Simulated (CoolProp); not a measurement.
Properties of p-xylene along the isobar 197 bar (Tc = 343.0 °C, pc = 35.32 bar, ω = 0.324).

Values from CoolProp's reference Helmholtz-energy equation of state, Zhou 2012.

| T (°C) | phase | density (kg/m³) | expansivity (1/kK) |
|---|---|---|---|
| 126.25 | liquid | 789.9 | 1.024 |
| 138.75 | liquid | 779.7 | 1.045 |
| 151.25 | liquid | 769.5 | 1.068 |
| 163.75 | liquid | 759.2 | 1.092 |
| 176.35 | liquid | 748.7 | (withheld) |
| 188.85 | liquid | 738.2 | 1.147 |
| 201.35 | liquid | (withheld) | 1.178 |
| 213.85 | liquid | 716.7 | 1.211 |
| 226.35 | liquid | 705.8 | (withheld) |
| 238.95 | liquid | (withheld) | (withheld) |
| 251.45 | liquid | (withheld) | 1.326 |
| 263.95 | liquid | 672.0 | (withheld) |

Task: What belongs in the gaps?

Result: 
- 176.35, expansivity (1/kK): 1.119
- 201.35, density (kg/m³): 727.5
- 226.35, expansivity (1/kK): 1.246
- 238.95, density (kg/m³): 694.6
- 238.95, expansivity (1/kK): 1.285
- 251.45, density (kg/m³): 683.4
- 263.95, expansivity (1/kK): 1.370
